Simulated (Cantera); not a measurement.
Input: 1 mol MgSO4, 8.1 mol H2, 4 mol CO2, at 0.133 bar.

Equilibrium computed with Cantera from the NASA thermochemical tables; the gas is ideal and each condensed phase is pure. Candidate condensed phases: C, C6H6, C7H8, C8H18, H2O, H2SO4, Mg, MgCO3, MgO, Mg(OH)2, MgS, MgSO4, S; 130 gas species. Kinetics and transport are ignored. All values below are at 1325 K.

Base state: H2O 0.402, H2 0.198, CO2 0.170, CO 0.156, H2S 0.0627, S2 0.00835, COS 0.00160, SO2 0.000510 (mole fractions); condensed: MgO(s).

**Question.** What changes in the equilibrium state with this change: pressure from 0.133 bar to 13.3 mbar?

**Answer.** 
| species | before | after |
|---|---|---|
| H2O | 0.402 | 0.401 |
| H2 | 0.198 | 0.218 |
| CO | 0.156 | 0.162 |
| H2S | 0.0627 | 0.0347 |
| S2 | 0.00835 | 0.0212 |
| CO2 | 0.170 | 0.160 |
| SO | 2.69e-5 | 0.000122 |
| SO2 | 0.000510 | 0.00210 |
| S2O | 1.96e-5 | 4.50e-5 |
| COS | 0.00160 | 0.000834 |
| SH | 0.000300 | 0.000501 |
| MgO(s), mol | 1.00 | 1.00 |

**Question.** What changes in the equilibrium state with this change: MgSO4 replaced by MgCO3?

**Answer.** 
```
species        before  after
-----------  --------  -----
H2              0.198  0.349
CO              0.156  0.270
H2O             0.402  0.270
H2S            0.0627      0
CO2             0.170  0.112
S2            0.00835      0
COS           0.00160      0
SO2          0.000510      0
MgO(s), mol      1.00   1.00
```
